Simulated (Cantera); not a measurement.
Input: 1 mol B2O3, 0.94 mol NF3, 0.25 mol H2, held at 1500 K and 0.0428 Torr.

Equilibrium computed with Cantera from the NASA thermochemical tables; the gas is ideal and each condensed phase is pure. Rates play no part.

```tsv
species	before	after
O2	0.163	0.219
BF3	0.0453	0.214
BOF	0.518	0.188
B3O3F3	1.22e-7	0.0321
H2O	0.000116	0.0204
N2	0.132	0.177
HF	0.140	0.139
F	3.35e-5	3.86e-7
HBO2	0.000146	0.00949
O	0.000217	5.19e-6
B2O3	6.80e-6	0.000163
BOF2	4.21e-5	0.000412
OH	2.88e-5	5.91e-5
B2O3(l), mol	0	0.327
```
Gas species are given as mole fractions.

Problem. Which change was made?
(A) temperature from 1500 K to 1273 K
(B) H2 from 0.25 to 5.7 mol
(C) pressure from 0.0428 Torr to 100 Torr
(D) temperature from 1500 K to 1273.15 K

Solution. C, pressure from 0.0428 Torr to 100 Torr. Gases not in the tables: H3BO3
